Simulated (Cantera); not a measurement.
B2H6 + NH3 + H2 (boron, boron nitride and boron oxide)

A closed system holds: 1 mol B2H6, 5.2 mol NH3, 23 mol H2, at 930 Pa.

Equilibrium computed with Cantera from the NASA thermochemical tables; the gas is ideal and each condensed phase is pure. Candidate condensed phases: B, BN; 15 gas species. The feed counts by its element totals alone. The tables' values for BH2 are old estimates; treat these amounts as uncertain. The numbers say what is thermodynamically allowed, not how fast it happens.

From 1473 K to 2073 K the condensed part is BN(s). From 2148 K to 2298 K the condensed part is B(s). At 2373 K the condensed part is B(l).

```json
[
 {"T (K)": "1473", "log p H2": "-2.05", "log p H": "-5.92", "log p N2": "-3.38", "log p B": "<-14", "log p BH2": "-9.78", "log p BH": "<-14", "n BN(s)": "2.00", "n B(s)": "0", "n B(l)": "0"},
 {"T (K)": "1548", "log p H2": "-2.05", "log p H": "-5.54", "log p N2": "-3.38", "log p B": "-13.29", "log p BH2": "-9.02", "log p BH": "-13.02", "n BN(s)": "2.00", "n B(s)": "0", "n B(l)": "0"},
 {"T (K)": "1623", "log p H2": "-2.05", "log p H": "-5.19", "log p N2": "-3.38", "log p B": "-12.03", "log p BH2": "-8.33", "log p BH": "-11.95", "n BN(s)": "2.00", "n B(s)": "0", "n B(l)": "0"},
 {"T (K)": "1698", "log p H2": "-2.05", "log p H": "-4.87", "log p N2": "-3.38", "log p B": "-10.88", "log p BH2": "-7.70", "log p BH": "-10.98", "n BN(s)": "2.00", "n B(s)": "0", "n B(l)": "0"},
 {"T (K)": "1773", "log p H2": "-2.05", "log p H": "-4.57", "log p N2": "-3.38", "log p B": "-9.84", "log p BH2": "-7.13", "log p BH": "-10.09", "n BN(s)": "2.00", "n B(s)": "0", "n B(l)": "0"},
 {"T (K)": "1848", "log p H2": "-2.05", "log p H": "-4.30", "log p N2": "-3.38", "log p B": "-8.88", "log p BH2": "-6.60", "log p BH": "-9.28", "n BN(s)": "2.00", "n B(s)": "0", "n B(l)": "0"},
 {"T (K)": "1923", "log p H2": "-2.06", "log p H": "-4.05", "log p N2": "-3.38", "log p B": "-7.99", "log p BH2": "-6.12", "log p BH": "-8.53", "n BN(s)": "2.00", "n B(s)": "0", "n B(l)": "0"},
 {"T (K)": "1998", "log p H2": "-2.06", "log p H": "-3.82", "log p N2": "-3.38", "log p B": "-7.17", "log p BH2": "-5.68", "log p BH": "-7.84", "n BN(s)": "1.99", "n B(s)": "0", "n B(l)": "0"},
 {"T (K)": "2073", "log p H2": "-2.06", "log p H": "-3.61", "log p N2": "-3.38", "log p B": "-6.41", "log p BH2": "-5.26", "log p BH": "-7.20", "n BN(s)": "1.98", "n B(s)": "0", "n B(l)": "0"},
 {"T (K)": "2148", "log p H2": "-2.08", "log p H": "-3.42", "log p N2": "-3.19", "log p B": "-5.88", "log p BH2": "-5.07", "log p BH": "-6.78", "n BN(s)": "0", "n B(s)": "1.96", "n B(l)": "0"},
 {"T (K)": "2223", "log p H2": "-2.09", "log p H": "-3.24", "log p N2": "-3.19", "log p B": "-5.43", "log p BH2": "-4.92", "log p BH": "-6.43", "n BN(s)": "0", "n B(s)": "1.93", "n B(l)": "0"},
 {"T (K)": "2298", "log p H2": "-2.11", "log p H": "-3.07", "log p N2": "-3.20", "log p B": "-5.00", "log p BH2": "-4.79", "log p BH": "-6.11", "n BN(s)": "0", "n B(s)": "1.89", "n B(l)": "0"},
 {"T (K)": "2373", "log p H2": "-2.13", "log p H": "-2.92", "log p N2": "-3.21", "log p B": "-4.62", "log p BH2": "-4.69", "log p BH": "-5.83", "n BN(s)": "0", "n B(s)": "0", "n B(l)": "1.81"}
]
```
log p: log10 of the partial pressure in bar; n: condensed amount in mol.
